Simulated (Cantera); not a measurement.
Cantera with NASA thermochemical tables; ideal gases at 1 bar, condensed phases pure. Values are per mole of reaction as written; species without (g) are pure solids or liquids, kept so even where they would boil at 1 bar.

Question: Between 423 and 573 K, where is each reaction favourable under standard conditions?
- PbI2(g) ⇌ Pb(g) + I2

Answer: 
- PbI2(g) ⇌ Pb(g) + I2: ΔG° is 225 kJ at 423 K and 227 kJ at 573 K; it stays positive (K < 1). ΔH° is 224 kJ and ΔS° -6 J/K at 573 K.
